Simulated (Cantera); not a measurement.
A Cantera script and its output.

```python
import numpy as np
import cantera as ct

gas = ct.Solution("gri30.yaml")
gas.TPX = 1675, 27000, {'CO': 1, 'H2': 0.2, 'O2': 0.896, 'N2': 3.37}
reactor = ct.IdealGasReactor(gas, energy="on", clone=False)
net = ct.ReactorNet([reactor])
net.rtol, net.atol = 1e-08, 1e-16
show = ['CO', 'H2', 'O2', 'NO', 'CO2', 'H2O2']
times = np.geomspace(2e-06, 3, 14)

steps = ct.SolutionArray(gas, extra=["t"])
rows = []
print(f"{'t/s':>10s}{'T/K':>9s}{'P/Pa':>11s}" + "".join(f"{s:>11s}" for s in show))
for t in times:
    while net.time < t:
        t_next = net.step()
        steps.append(gas.state, t=t_next)
    rows.append([np.interp(t, steps.t, y) for y in (steps.T, steps.P, *steps(*show).X.T)])
    print(f"{t:10.3e}{rows[-1][0]:9.1f}{rows[-1][1]:11.4g}" + "".join(f"{x:11.3e}" for x in rows[-1][2:]))
rate = np.gradient(steps.T, steps.t)
print("integrator steps:", len(steps.t))
if steps.T.max() > steps.T[0] + 200:
    print(f"time of steepest temperature rise: {steps.t[rate.argmax()]:.4e} s")
gas.TPX = 1675, 27000, {'CO': 1, 'H2': 0.2, 'O2': 0.896, 'N2': 3.37}
gas.equilibrate("UV")
print(f"equilibrium (UV): T = {gas.T:.1f} K  " + "  ".join(f"{s} {gas[s].X[0]:.3e}" for s in show))
```

It prints:

```
       t/s      T/K       P/Pa         CO         H2         O2         NO        CO2       H2O2
 2.000e-06   1675.0    2.7e+04  1.829e-01  3.659e-02  1.639e-01  4.357e-15  1.815e-07  1.466e-10
 5.972e-06   1675.0    2.7e+04  1.829e-01  3.659e-02  1.639e-01  5.485e-14  7.057e-07  9.556e-10
 1.783e-05   1675.0    2.7e+04  1.829e-01  3.656e-02  1.639e-01  1.546e-12  7.548e-06  4.040e-09
 5.325e-05   1683.0  2.712e+04  1.769e-01  1.730e-02  1.473e-01  2.441e-08  6.078e-03  1.356e-07
 1.590e-04   1844.2  2.958e+04  1.103e-01  3.568e-03  9.111e-02  9.459e-06  7.360e-02  8.202e-08
 4.747e-04   2089.7  3.304e+04  9.779e-02  3.832e-03  8.598e-02  8.227e-05  8.874e-02  4.281e-08
 1.418e-03   2461.5  3.802e+04  8.775e-02  3.195e-03  8.598e-02  8.921e-04  1.032e-01  2.417e-08
 4.233e-03   2715.4  4.122e+04  7.421e-02  2.456e-03  8.003e-02  8.932e-03  1.201e-01  5.107e-08
 1.264e-02   2717.0  4.118e+04  7.315e-02  2.432e-03  7.611e-02  1.725e-02  1.214e-01  5.229e-08
 3.774e-02   2716.6  4.117e+04  7.310e-02  2.431e-03  7.584e-02  1.783e-02  1.215e-01  5.225e-08
 1.127e-01   2716.6  4.117e+04  7.310e-02  2.431e-03  7.584e-02  1.783e-02  1.215e-01  5.225e-08
 3.365e-01   2716.6  4.117e+04  7.310e-02  2.431e-03  7.584e-02  1.783e-02  1.215e-01  5.225e-08
 1.005e+00   2716.6  4.117e+04  7.310e-02  2.431e-03  7.584e-02  1.783e-02  1.215e-01  5.225e-08
 3.000e+00   2716.6  4.117e+04  7.310e-02  2.431e-03  7.584e-02  1.783e-02  1.215e-01  5.225e-08
integrator steps: 1190
time of steepest temperature rise: 6.2511e-05 s
equilibrium (UV): T = 2716.6 K  CO 7.310e-02  H2 2.431e-03  O2 7.584e-02  NO 1.783e-02  CO2 1.215e-01  H2O2 5.225e-08
```

Cantera simulation using GRI-Mech 3.0 (53 species, 325 reactions); the numbers are that mechanism's predictions, not measurements.
